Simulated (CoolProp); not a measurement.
Vapour-liquid equilibrium of R1234ze(E) (1) + n-pentane (2) at 305.4 K; x and y are mole fractions of (1).

Computed with CoolProp (multi-fluid Helmholtz-energy mixture model, Thol 2016 and Thol 2019; pair parameters Bell 2016).

```json
[
 {"x": "0.05", "bubble pressure (bar)": "1.526", "y at the bubble point": "0.431", "dew pressure at overall composition x (bar)": "0.9337", "liquid density (mol/L)": "8.563"},
 {"x": "0.125", "bubble pressure (bar)": "2.355", "y at the bubble point": "0.646", "dew pressure at overall composition x (bar)": "1.011", "liquid density (mol/L)": "8.646"},
 {"x": "0.2", "bubble pressure (bar)": "3.034", "y at the bubble point": "0.737", "dew pressure at overall composition x (bar)": "1.103", "liquid density (mol/L)": "8.728"},
 {"x": "0.275", "bubble pressure (bar)": "3.580", "y at the bubble point": "0.787", "dew pressure at overall composition x (bar)": "1.213", "liquid density (mol/L)": "8.811"},
 {"x": "0.35", "bubble pressure (bar)": "4.014", "y at the bubble point": "0.819", "dew pressure at overall composition x (bar)": "1.346", "liquid density (mol/L)": "8.895"},
 {"x": "0.425", "bubble pressure (bar)": "4.361", "y at the bubble point": "0.842", "dew pressure at overall composition x (bar)": "1.511", "liquid density (mol/L)": "8.983"},
 {"x": "0.5", "bubble pressure (bar)": "4.645", "y at the bubble point": "0.860", "dew pressure at overall composition x (bar)": "1.722", "liquid density (mol/L)": "9.074"},
 {"x": "0.575", "bubble pressure (bar)": "4.889", "y at the bubble point": "0.875", "dew pressure at overall composition x (bar)": "1.999", "liquid density (mol/L)": "9.172"},
 {"x": "0.65", "bubble pressure (bar)": "5.110", "y at the bubble point": "0.889", "dew pressure at overall composition x (bar)": "2.378", "liquid density (mol/L)": "9.278"},
 {"x": "0.725", "bubble pressure (bar)": "5.325", "y at the bubble point": "0.905", "dew pressure at overall composition x (bar)": "2.922", "liquid density (mol/L)": "9.396"},
 {"x": "0.8", "bubble pressure (bar)": "5.543", "y at the bubble point": "0.923", "dew pressure at overall composition x (bar)": "3.742", "liquid density (mol/L)": "9.528"},
 {"x": "0.875", "bubble pressure (bar)": "5.772", "y at the bubble point": "0.945", "dew pressure at overall composition x (bar)": "4.893", "liquid density (mol/L)": "9.680"},
 {"x": "0.95", "bubble pressure (bar)": "6.012", "y at the bubble point": "0.974", "dew pressure at overall composition x (bar)": "5.819", "liquid density (mol/L)": "9.855"}
]
```

No azeotrope shows between x = 0.05 and 0.95.

The pair parameters rest on a limited set of measurements; away from them the model extrapolates. With so large a gap from Raoult's law the liquid may split in two, which this calculation doesn't test in full.
